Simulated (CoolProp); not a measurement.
A simple Rankine cycle with the fluoroketone C6F12O (FK-5-1-12): condensing at 328.15 K, boiler at 1.1 MPa, turbine inlet 416 K, turbine efficiency 0.7, pump efficiency 0.7, no recuperator. Each further row changes one setting.

Model: reference Helmholtz-energy equation of state, McLinden 2015, in CoolProp.

| case | thermal efficiency (%) | net work (kJ/kg) | heat in (kJ/kg) | turbine exit temperature (K) | volume ratio over the turbine |
|---|---|---|---|---|---|
| as stated | 8.3 | 12.8 | 154 | 387.4 | 12.2 |
| turbine inlet 436 K | 7.9 | 14.0 | 177 | 410.0 | 11.0 |
| condensing temperature 320.15 K | 9.0 | 14.6 | 163 | 385.0 | 16.1 |
| boiler pressure 0.77 MPa | 7.2 | 11.6 | 161 | 395.5 | 7.23 |
| turbine efficiency 0.6 | 7.0 | 10.8 | 154 | 389.4 | 12.3 |
